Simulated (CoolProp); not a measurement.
Vapour-liquid equilibrium of dimethyl ether (1) + 1-butene (2) at 0.987 MPa; x and y are mole fractions of (1).

Computed with CoolProp (multi-fluid Helmholtz-energy mixture model, Wu 2011 and Lemmon 2005; pair parameters Bell 2016).

**Question.** Give the bubble temperature and the first vapour's composition at x = 0.2, 0.65, 0.875. Is there an azeotrope?

**Answer.** x = 0.2: 335.5 K, y = 0.314; x = 0.65: 323.0 K, y = 0.749; x = 0.875: 319.0 K, y = 0.911. No azeotrope shows between x = 0.05 and 0.95.

The pair parameters rest on a limited set of measurements; away from them the model extrapolates.
